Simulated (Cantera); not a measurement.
An adiabatic, constant-volume homogeneous reactor starts with C2H4 : O2 : N2 : H2O = 1 : 4.23 : 15.9 : 1.1 (molar parts), at 1498 K and 5.00 bar.

Detailed kinetics in Cantera: GRI-Mech 3.0 (53 species, 325 reactions). GRI-Mech 3.0 was tuned for natural gas; its chemistry of ethylene as a main component is partial and can be far from experiment.

**Question.** Predict: time of steepest temperature rise; temperature at 2.00 s; equilibrium temperature; x(O2) at 2.00 s; x(H2O) at 2.00 s; x(OH) at 2.00 s.

**Answer.** 
```
Quantity                                                           Value
---------------------------------  -------------------------------------
time of steepest temperature rise                                9.26 µs
temperature at 2.00 s                                             2900 K
equilibrium temperature                                           2900 K
x(O2) at 2.00 s                    0.0509 (gas-phase equilibrium 0.0509)
x(H2O) at 2.00 s                     0.120 (gas-phase equilibrium 0.120)
x(OH) at 2.00 s                    0.0184 (gas-phase equilibrium 0.0184)
```
